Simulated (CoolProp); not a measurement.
A simple Rankine cycle with water: condensing at 320.15 K, boiler at 6.04 MPa, turbine inlet 589.2 K, turbine efficiency 0.75, pump efficiency 0.6, no recuperator. Each further row changes one setting.

Model: reference Helmholtz-energy equation of state, Wagner 2002, in CoolProp.

| case | thermal efficiency (%) | net work (kJ/kg) | heat in (kJ/kg) | turbine exit temperature (K) | volume ratio over the turbine |
|---|---|---|---|---|---|
| as stated | 26.6 | 727 | 2730 | 320.1 | 306 |
| turbine inlet 609.2 K | 26.8 | 749 | 2800 | 320.1 | 294 |
| condensing temperature 312.15 K | 27.5 | 761 | 2770 | 312.1 | 450 |
| boiler pressure 4.23 MPa | 25.6 | 716 | 2790 | 320.1 | 209 |
| turbine efficiency 0.65 | 23.0 | 629 | 2730 | 320.1 | 321 |

The expansion ends wet for: as stated; turbine inlet 609.2 K; condensing temperature 312.15 K; boiler pressure 4.23 MPa; turbine efficiency 0.65.
